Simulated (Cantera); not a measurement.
Input: 1 mol V, 0.66 mol O2, 11 mol N2, equilibrated at 180 Pa.

These are equilibrium values from Cantera (NASA tables, ideal gas, pure condensed phases), not measurements of a reactor. Candidate condensed phases: V, VN, VO, V2O3, V2O4, V2O5; 13 gas species. Mutual solubility and eutectic melting of coexisting phases are not modelled. VO: taken at fixed stoichiometry. Condensed phases not in the tables: the oxides between V2O3 and V2O5 other than VO2. Kinetics and transport are ignored.

**Question.** What share of the V ends up in condensed phases as a function of T (°C), at 1550, 1650, 1750, 1850, 1950, 2050, 2150, 2250, 2350, 2450, 2550?

**Answer.** 
```tsv
T (°C)	V condensed (%)	as
1550	99.5	VO(s) + V2O3(s)
1650	97.3	VO(s) + V2O3(s)
1750	86.7	VO(s) + V2O3(s)
1850	61.0	VO(l)
1950	43.1	VO(l)
2050	0.0	-
2150	0.0	-
2250	0.0	-
2350	0.0	-
2450	0.0	-
2550	0.0	-
```
